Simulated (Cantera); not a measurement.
Feed: 1 mol B, 8.2 mol H2O, equilibrated at 1173 K and 1.00 bar.

Equilibrium computed with Cantera from the NASA thermochemical tables; the gas is ideal and each condensed phase is pure. Candidate condensed phases: B, B2O3, B3O3H3, H2O; 23 gas species. Gases not in the tables: H3BO3. Equilibrium is a limit: real reactors are often held back by kinetics, nucleation or transport.

Base state: H2O 0.806, H2 0.184, (HBO2)3 0.00938, HBO2 0.000504 (mole fractions); condensed: B2O3(l).

Problem. What changes in the equilibrium state with this change: pressure from 1.00 bar to 43.0 mbar?

Solution. 
```tsv
species	before	after
H2O	0.806	0.813
H2	0.184	0.183
HBO2	0.000504	0.00244
(HBO2)3	0.00938	0.00197
B2O3(l), mol	0.383	0.466
```

Problem. What changes in the equilibrium state with this change: pressure from 1.00 bar to 0.130 bar?

Solution. 
| species | before | after |
|---|---|---|
| H2O | 0.806 | 0.812 |
| H2 | 0.184 | 0.183 |
| (HBO2)3 | 0.00938 | 0.00342 |
| HBO2 | 0.000504 | 0.00140 |
| B2O3(l), mol | 0.383 | 0.452 |
